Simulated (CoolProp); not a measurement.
Vapour-liquid equilibrium of R22 (1) + n-pentane (2) at 284.3 K; x and y are mole fractions of (1).

Values from CoolProp's multi-fluid Helmholtz-energy mixture model, Kamei 1995 and Thol 2019; pair parameters Bell 2016.

```csv
x,"bubble pressure, mixture model (kPa)","bubble pressure, Raoult's law (kPa)","y, mixture model","y, Raoult's law"
0.05,102.6,72.96,0.621,0.483
0.15,215.2,139.5,0.829,0.758
0.25,307.7,206.0,0.887,0.855
0.35,381.1,272.5,0.915,0.905
0.45,439.0,339.0,0.931,0.936
0.55,486.7,405.5,0.943,0.956
0.65,529.3,472.0,0.953,0.971
0.75,571.8,538.5,0.963,0.982
0.85,618.5,605.1,0.975,0.990
0.95,673.3,671.6,0.990,0.997
```

The largest gap from Raoult's law is +54.3 % in bubble pressure, at x = 0.15. No azeotrope shows between x = 0.05 and 0.95.

Pair parameters are fitted to limited data, so mixtures are less certain than the pure fluids. With so large a gap from Raoult's law the liquid may split in two, which this calculation doesn't test in full.
